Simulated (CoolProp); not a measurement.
Vapour-liquid equilibrium of R125 (1) + propylene (2) at 278 K; x and y are mole fractions of (1).

Values from CoolProp's multi-fluid Helmholtz-energy mixture model, Lemmon 2005 and Lemmon 2013; pair parameters Bell 2016.

```json
[
 {"x": "0.05", "bubble pressure, mixture model (MPa)": "0.7296", "bubble pressure, Raoult's law (MPa)": "0.6786", "y, mixture model": "0.110", "y, Raoult's law": "0.057"},
 {"x": "0.2", "bubble pressure, mixture model (MPa)": "0.8404", "bubble pressure, Raoult's law (MPa)": "0.6945", "y, mixture model": "0.311", "y, Raoult's law": "0.224"},
 {"x": "0.35", "bubble pressure, mixture model (MPa)": "0.8963", "bubble pressure, Raoult's law (MPa)": "0.7104", "y, mixture model": "0.431", "y, Raoult's law": "0.384"},
 {"x": "0.5", "bubble pressure, mixture model (MPa)": "0.9201", "bubble pressure, Raoult's law (MPa)": "0.7263", "y, mixture model": "0.527", "y, Raoult's law": "0.536"},
 {"x": "0.65", "bubble pressure, mixture model (MPa)": "0.9191", "bubble pressure, Raoult's law (MPa)": "0.7422", "y, mixture model": "0.622", "y, Raoult's law": "0.682"},
 {"x": "0.8", "bubble pressure, mixture model (MPa)": "0.8892", "bubble pressure, Raoult's law (MPa)": "0.7581", "y, mixture model": "0.741", "y, Raoult's law": "0.822"},
 {"x": "0.95", "bubble pressure, mixture model (MPa)": "0.8167", "bubble pressure, Raoult's law (MPa)": "0.7740", "y, mixture model": "0.917", "y, Raoult's law": "0.957"}
]
```

The largest gap from Raoult's law is +26.7 % in bubble pressure, at x = 0.5. y crosses x between x = 0.5 and 0.65: the model has an azeotrope there.

The pair parameters rest on a limited set of measurements; away from them the model extrapolates.
